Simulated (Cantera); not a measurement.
An adiabatic, constant-pressure homogeneous reactor starts with CH4 : O2 : N2 = 1 : 2.02 : 7.6 (molar parts), equivalence ratio 0.99, at 1798 K and 9.87 atm.

Computed with Cantera and GRI-Mech 3.0 (53 species, 325 reactions). Above 3000 K some thermodynamic fits are extrapolated.

Question: Predict: time of steepest temperature rise; temperature at 0.200 s; equilibrium temperature; x(O2) at 0.200 s; x(CO2) at 0.200 s; x(HCO) at 0.200 s.

Answer: 
| Quantity | Value |
|---|---|
| time of steepest temperature rise | 16.7 µs |
| temperature at 0.200 s | 3018 K |
| equilibrium temperature | 3018 K |
| x(O2) at 0.200 s | 0.0181 (gas-phase equilibrium 0.0181) |
| x(CO2) at 0.200 s | 0.0491 (gas-phase equilibrium 0.0491) |
| x(HCO) at 0.200 s | 2.13e-7 (gas-phase equilibrium 2.13e-7) |
